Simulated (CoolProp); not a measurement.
Vapour-liquid equilibrium of R143a (1) + R152A (2) at 34.25 °C; x and y are mole fractions of (1).

Computed with CoolProp (multi-fluid Helmholtz-energy mixture model, Lemmon and Jacobsen 2000 and Outcalt 1996; pair parameters Bell 2016).

**Question.** Give the bubble pressure and the first vapour's composition at x = 0.05, 0.65, 0.95. Is there an azeotrope?

**Answer.** x = 0.05: 8.279 bar, y = 0.096; x = 0.65: 13.32 bar, y = 0.748; x = 0.95: 15.57 bar, y = 0.965. No azeotrope shows between x = 0.05 and 0.95.

Pair parameters are fitted to limited data, so mixtures are less certain than the pure fluids.
